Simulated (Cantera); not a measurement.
Cantera run:

```python
import numpy as np
import cantera as ct

gas_names = """
    C CH CH2 CH3 CH2OH CH3O CH4 CH3OH CO CO2 COOH C2 C2H CHCO,ketyl C2H2,acetylene C2H2,vinylidene
    CH2CO,ketene C2H3,vinyl CH3CO,acetyl C2H4 C2H4O,ethylen CH3CHO,ethanal CH3COOH (HCOOH)2 C2H5 C2H6
    CH3OCH3 C2H5OH C2O C3 C3H3,propargyl C3H4,allene C3H4,propyne C3H4,cyclo- C3H5,allyl C3H6,propylene
    C3H6,cyclo- C3H6O C3H7,n-propyl C3H7,i-propyl C3H8 C3H8O,1propanol C3H8O,2propanol C3O2 C4 C4H2
    C4H4,1,3-cyclo- C4H6,butadiene C4H6,2-butyne C4H6,cyclo- C4H8,1-butene C4H8,cis2-buten
    C4H8,tr2-butene C4H8,isobutene C4H8,cyclo- (CH3COOH)2 C4H9,n-butyl C4H9,i-butyl C4H9,s-butyl
    C4H9,t-butyl C4H10,isobutane C4H10,n-butane C5 C5H6,1,3cyclo- C5H8,cyclo- C5H10,1-pentene
    C5H10,cyclo- C5H11,pentyl C5H11,t-pentyl C5H12,n-pentane C5H12,i-pentane CH3C(CH3)2CH3 C6H2
    C6H5,phenyl C6H5O,phenoxy C6H6 C6H5OH,phenol C6H10,cyclo- C6H12,1-hexene C6H12,cyclo- C6H13,n-hexyl
    C7H7,benzyl C7H8 C7H8O,cresol C7H14,1-heptene C7H15,n-heptyl C7H16,n-heptane C8H8,styrene
    C8H10,ethylbenz C8H16,1-octene C8H17,n-octyl C8H18,isooctane C8H18,n-octane C9H19,n-nonyl
    C10H8,naphthale C10H21,n-decyl C12H9,o-bipheny C12H10,bipheny H HCO HO2 H2 HCHO,formaldehy HCOOH H2O
    H2O2 O OH O2 O3 Si SiC SiC2 SiC4H12 SiH SiH2 SiH3 SiH4 SiO SiO2 Si2 Si2C Si3
""".split()
cond_names = """
    C(gr) C6H6(L) C7H8(L) C8H18(L),n-octa H2O(s) H2O(L) Si(cr) Si(L) SiC(b) SiO2(Lqz) SiO2(hqz) SiO2(L)
""".split()


def load(file, names, dense=False):
    # The tables refer to 1 bar. Condensed volumes are neglected.
    table = {s.name: s for s in ct.Species.list_from_file(file)}
    out = []
    for n in names:
        d = dict(table[n].input_data)
        d["thermo"] = dict(d["thermo"], **{"reference-pressure": 1e5})
        if dense:
            d["equation-of-state"] = {"model": "constant-volume", "density": "1e6 g/cm^3"}
        out.append(ct.Species.from_dict(d))
    return out


gas = ct.Solution(thermo="ideal-gas", species=load("nasa_gas.yaml", gas_names))
cond = {s.name: ct.Solution(thermo="fixed-stoichiometry", species=[s], name=s.name)
        for s in load("nasa_condensed.yaml", cond_names, dense=True)}
atoms = {
    'TEOS': {'Si': 1, 'C': 8, 'H': 20, 'O': 4},
    'H2O': {'H': 2, 'O': 1},
}
top_T = {'C(gr)': 4500, 'SiC(b)': 3050}  # K; cautious upper limits of use, not melting points


def equilibrate(T, P, feed):
    n = {}
    for name, mol in feed.items():
        for a, k in atoms[name].items():
            n[a] = n.get(a, 0.0) + k * mol
    gas.TPX = T, P, n
    mass = sum(n.values()) * gas.mean_molecular_weight
    gas.equilibrate("TP")
    valid = [c for c in cond.values() if c.min_temp <= T <= top_T.get(c.name, c.max_temp)]
    mix = ct.Mixture([(gas, mass / gas.mean_molecular_weight)] + [(c, 0.0) for c in valid])
    mix.T, mix.P = T, P
    mix.equilibrate("TP", solver="gibbs", rtol=1e-10, max_steps=50000)
    return mix


results = []
feed = {'TEOS': 1, 'H2O': 6.8}  # mol
T = 775  # K
for P in [5, 26, 140, 710, 3700, 19000, 100000]:
    mix = equilibrate(T, P, feed)
    results.append((T, P, feed, dict(zip(mix.species_names, mix.species_moles))))
    x = sorted(zip(gas.X, gas.species_names), reverse=True)
    print(f"T = {T:g} K  P = {P:g} Pa  gas = {mix.phase_moles(0):.4g} mol")
    print("   x: " + "  ".join(f"{s} {v:.3e}" for v, s in x if v > 1e-05))
    print("   condensed (mol): " + ("  ".join(f"{mix.phase(i).name} {mix.phase_moles(i):.4g}"
          for i in range(1, mix.n_phases) if mix.phase_moles(i) > 1e-12) or "none"))
```

Output:

```
T = 775 K  P = 5 Pa  gas = 24.8 mol
   x: H2 6.676e-01  CO 3.002e-01  CO2 2.239e-02  H2O 9.865e-03
   condensed (mol): SiO2(Lqz) 1
T = 775 K  P = 26 Pa  gas = 24.8 mol
   x: H2 6.675e-01  CO 3.001e-01  CO2 2.243e-02  H2O 9.884e-03  CH4 5.637e-05
   condensed (mol): SiO2(Lqz) 1
T = 775 K  P = 140 Pa  gas = 24.6 mol
   x: H2 6.681e-01  CO 2.913e-01  CO2 2.707e-02  H2O 1.230e-02  CH4 1.278e-03
   condensed (mol): C(gr) 0.137  SiO2(Lqz) 1
T = 775 K  P = 710 Pa  gas = 22.88 mol
   x: H2 6.765e-01  CO 2.047e-01  CO2 6.777e-02  H2O 4.438e-02  CH4 6.647e-03
   condensed (mol): C(gr) 1.614  SiO2(Lqz) 1
T = 775 K  P = 3700 Pa  gas = 20.48 mol
   x: H2 6.407e-01  H2O 1.173e-01  CO 1.096e-01  CO2 1.013e-01  CH4 3.106e-02
   condensed (mol): C(gr) 3.042  SiO2(Lqz) 1
T = 775 K  P = 19000 Pa  gas = 17.83 mol
   x: H2 5.141e-01  H2O 2.225e-01  CO2 1.102e-01  CH4 1.027e-01  CO 5.046e-02
   condensed (mol): C(gr) 3.302  SiO2(Lqz) 1
T = 775 K  P = 100000 Pa  gas = 15.49 mol
   x: H2 3.258e-01  H2O 3.243e-01  CH4 2.171e-01  CO2 1.108e-01  CO 2.205e-02
   condensed (mol): C(gr) 2.578  SiO2(Lqz) 1
```

These are equilibrium values from Cantera (NASA tables, ideal gas, pure condensed phases), not measurements of a reactor. The feed counts by its element totals alone.
